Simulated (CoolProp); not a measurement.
Model: reference Helmholtz-energy equation of state, Thol 2015, in CoolProp.

Question: Give the vapour pressure (MPa), liquid density (kg/m³), vapour density (kg/m³), liquid cp (kJ/(kg K)) of saturated octamethylcyclotetrasiloxane (D4) at 368.4 K.

Answer: 
```
T (K)  p (MPa)  liquid density (kg/m³)  vapour density (kg/m³)  liquid cp (kJ/(kg K))
-----  -------  ----------------------  ----------------------  ---------------------
368.4  0.00716                     869                   0.701                   1.81
```
